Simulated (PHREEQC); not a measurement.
0.2 mol of Fluorite (CaF2) is brought to equilibrium with 1 kg of water, at several temperatures. Oxygen alone is held at its pressure in air (log pO2 = -0.68). The system is closed to CO2. The run lets Fluorite precipitate or redissolve, and no other solid.

All values are PHREEQC results (ion-association model, wateq4f.dat), not measurements.

Predict pH, dissolved Ca (mol/kgw) at T (°C) = 34, 66, 74, 82.


| T (°C) | pH | dissolved Ca (mol/kgw) |
|---|---|---|
| 34 | 6.97 | 0.000211 |
| 66 | 6.65 | 0.000256 |
| 74 | 6.60 | 0.000264 |
| 82 | 6.55 | 0.000271 |

Constants without temperature data keep their 25 °C values here.
